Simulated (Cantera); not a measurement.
Charge: 1 mol SiHCl3, 33 mol N2, at 1250 K and 13300 Pa.

Cantera equilibrium calculation (NASA polynomials, part measured and part estimated; ideal gas, pure solids and liquids). Candidate condensed phases: NH4Cl, Si, Si3N4; 28 gas species. N2 is the only nitrogen source here; it is nearly inert below about 1500 K, so the nitride shown seldom forms there in practice. The tables' values for SiCl3 are old estimates; treat these amounts as uncertain. Kinetics and transport are ignored.

Question: What is the equilibrium state?

Answer: 
```
Property                             Result
--------------------------------  ---------
x(N2)                                 0.957
x(HCl)                               0.0262
x(SiCl4)                             0.0150
x(H2)                               0.00151
x(SiCl3)                           0.000487
x(SiCl2)                           0.000114
x(SiHCl3)                           3.07e-5
n(Si3N4(s))                       0.156 mol
gas amount                        34.17 mol
log10 activity of Si(s) (absent)      -4.00
```
